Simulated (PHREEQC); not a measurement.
## Brine

Dissolve 0.55 mol/kgw MgCl2, 0.55 mol/kgw SrCl2 and 0.00015 mol/kgw H4SiO4 at 25 °C. Closed to the air; pH follows from the charge balance.

Computed with PHREEQC (Pitzer model, pitzer.dat).

Precipitation was switched off in this run.

Estimate the pH, activity of water.

pH 5.99; activity of water 0.937.

In brines, pH and single-ion activities rest on the MacInnes convention.
